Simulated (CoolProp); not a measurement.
Vapour-liquid equilibrium of R143a (1) + dimethyl ether (2) at 0.0835 bar; x and y are mole fractions of (1).

Values from CoolProp's multi-fluid Helmholtz-energy mixture model, Lemmon and Jacobsen 2000 and Wu 2011; pair parameters Bell 2016.

```
x     bubble temperature (°C)  y at the bubble point  dew temperature at overall composition x (°C)  liquid density (mol/L)
----  -----------------------  ---------------------  ---------------------------------------------  ----------------------
0.05                    -72.4                  0.192                                          -70.7                   17.16
0.2                     -77.5                  0.524                                          -72.5                   16.87
0.35                    -80.8                  0.694                                          -74.6                   16.55
0.5                     -83.3                  0.799                                          -77.1                   16.22
0.65                    -85.2                  0.874                                          -79.9                   15.89
0.8                     -86.9                  0.933                                          -83.3                   15.57
0.95                    -88.3                  0.984                                          -87.3                   15.26
```

No azeotrope shows between x = 0.05 and 0.95.

The pair parameters rest on a limited set of measurements; away from them the model extrapolates.
